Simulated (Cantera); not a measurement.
**Silicon carbide growth: CH3SiCl3 + C2H2 + H2 + HCl**

A closed system holds: 1 mol CH3SiCl3, 0.49 mol C2H2, 2.6 mol H2, 0.025 mol HCl, held at 10.0 Torr.

Equilibrium computed with Cantera from the NASA thermochemical tables; the gas is ideal and each condensed phase is pure. Candidate condensed phases: C, C6H6, C7H8, C8H18, Si, SiC; 109 gas species. The feed counts by its element totals alone. The tables' values for SiCl3, SiCl are old estimates; treat these amounts as uncertain. The numbers say what is thermodynamically allowed, not how fast it happens.

| T (K) | x H2 | x HCl | x SiCl4 | x SiCl2 | x H | x SiCl3 | x Cl | x SiHCl3 | n C(graphite) | n SiC(s) |
|---|---|---|---|---|---|---|---|---|---|---|
| 1050 | 0.676 | 0.254 | 0.0668 | 0.000106 | 5.78e-8 | 0.000624 | 1.98e-8 | 0.00185 | 1.38 | 0.603 |
| 1150 | 0.607 | 0.352 | 0.0385 | 0.000550 | 5.03e-7 | 0.00139 | 2.57e-7 | 0.00135 | 1.22 | 0.754 |
| 1250 | 0.555 | 0.423 | 0.0171 | 0.00183 | 3.12e-6 | 0.00210 | 2.03e-6 | 0.000800 | 1.11 | 0.869 |
| 1350 | 0.529 | 0.458 | 0.00598 | 0.00424 | 1.50e-5 | 0.00225 | 1.08e-5 | 0.000396 | 1.06 | 0.922 |
| 1450 | 0.521 | 0.467 | 0.00189 | 0.00767 | 5.91e-5 | 0.00199 | 4.31e-5 | 0.000182 | 1.05 | 0.928 |
| 1550 | 0.522 | 0.463 | 0.000615 | 0.0121 | 0.000197 | 0.00163 | 0.000140 | 8.51e-5 | 1.07 | 0.912 |
| 1650 | 0.525 | 0.455 | 0.000216 | 0.0174 | 0.000570 | 0.00131 | 0.000387 | 4.20e-5 | 1.10 | 0.884 |
| 1750 | 0.530 | 0.443 | 8.24e-5 | 0.0234 | 0.00147 | 0.00104 | 0.000946 | 2.18e-5 | 1.13 | 0.850 |
| 1850 | 0.535 | 0.429 | 3.36e-5 | 0.0299 | 0.00341 | 0.000826 | 0.00208 | 1.18e-5 | 1.17 | 0.811 |
x: gas mole fraction; n: condensed amount in mol.

From 1050 K to 1850 K the condensed part is C(graphite) + SiC(s). The main Si-bearing gas is SiCl4 at 1050 K and SiCl2 at 1850 K. The share of Si in condensed phases is highest at 1450 K (92.8 %) and lowest at 1050 K (60.3 %).
